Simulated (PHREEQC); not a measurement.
Consider water at 25 °C with 33 mmol/kgw HF and 0.37 mmol/kgw K2HPO4. Closed to the air; pH follows from the charge balance.

All values are PHREEQC results (ion-association model, phreeqc.dat), not measurements.

Each row changes one thing in this solution. This is a speciation only: nothing precipitates in the calculation.

| case | pH | ionic strength (mol/kgw) | HF (mol/kgw) | F- (mol/kgw) | HF2- (mol/kgw) | H2PO4- (mol/kgw) |
|---|---|---|---|---|---|---|
| as made | 2.37 | 0.00534 | 0.0274 | 0.00462 | 0.000486 | 0.000234 |
| K2HPO4 from 0.00037 to 0.000555 mol/kgw | 2.38 | 0.00559 | 0.0273 | 0.00474 | 0.000496 | 0.000354 |
| diluted 100-fold with water | 3.63 | 0.000248 | 8.52e-5 | 0.000245 | 8.00e-8 | 3.58e-6 |
| HF from 0.033 to 0.0297 mol/kgw | 2.40 | 0.00505 | 0.0245 | 0.00439 | 0.000413 | 0.000239 |
| diluted 2-fold with water | 2.54 | 0.00347 | 0.0130 | 0.00317 | 0.000159 | 0.000132 |
| temperature from 25 to 55 °C | 2.49 | 0.00423 | … | 0.00356 | 0.000445 | 0.000229 |
| HF from 0.033 to 0.0066 mol/kgw | 2.81 | 0.00237 | 0.00449 | … | 3.51e-5 | 0.000304 |

### Question
Some entries are withheld; supply them.

### Answer

- temperature from 25 to 55 °C, HF (mol/kgw): 0.0285
- HF from 0.033 to 0.0066 mol/kgw, F- (mol/kgw): 0.00204

At this temperature some constants are extrapolated from 25 °C, and those without enthalpy data are left unchanged.
